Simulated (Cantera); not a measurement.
Feed: 1 mol PbO, 0.011 mol O2, 1.7 mol N2, 3.8 mol H2, equilibrated at 10000 Pa.

Cantera equilibrium calculation (NASA polynomials, part measured and part estimated; ideal gas, pure solids and liquids). Candidate condensed phases: H2O, Pb, PbO, PbO2, Pb3O4; 27 gas species. Kinetics and transport are ignored.

x: gas mole fraction; n: condensed amount in mol.

```
T (K)   x H2   x N2  x H2O      x Pb     x NH3       x H   x Pb2  n Pb(s)  n Pb(l)
-----  -----  -----  -----  --------  --------  --------  ------  -------  -------
600    0.504  0.309  0.186  5.16e-11  0.000828    <1e-12  <1e-12     1.00        0
650    0.505  0.309  0.186  9.36e-10  0.000373    <1e-12  <1e-12        0     1.00
700    0.505  0.309  0.186   1.11e-8  0.000187    <1e-12  <1e-12        0     1.00
750    0.505  0.309  0.186   9.48e-8  0.000102    <1e-12  <1e-12        0    1.000
800    0.505  0.309  0.186   6.14e-7   5.97e-5  6.51e-12  <1e-12        0    1.000
850    0.505  0.309  0.186   3.18e-6   3.70e-5  4.60e-11  <1e-12        0    1.000
900    0.505  0.309  0.186   1.37e-5   2.42e-5  2.63e-10       ?        0    1.000
950    0.505  0.309  0.186   5.03e-5   1.65e-5   1.25e-9       ?        0    1.000
1000   0.505  0.309  0.186  0.000162   1.16e-5   5.10e-9       ?        0    0.999
1050   0.505  0.309  0.186  0.000465   8.46e-6   1.82e-8       ?        0    0.997
1100   0.504  0.309  0.186   0.00121   6.33e-6   5.81e-8       ?        0    0.993
1150   0.504  0.308  0.185   0.00290   4.84e-6   1.67e-7       ?        0    0.984
1200   0.502  0.307  0.185   0.00643   3.77e-6   4.42e-7       ?        0    0.964
```

Task: Some entries are withheld; supply them.

Result: 
- 900, x Pb2: 8.12e-12
- 950, x Pb2: 7.20e-11
- 1000, x Pb2: 5.10e-10
- 1050, x Pb2: 2.98e-9
- 1100, x Pb2: 1.48e-8
- 1150, x Pb2: 6.33e-8
- 1200, x Pb2: 2.40e-7
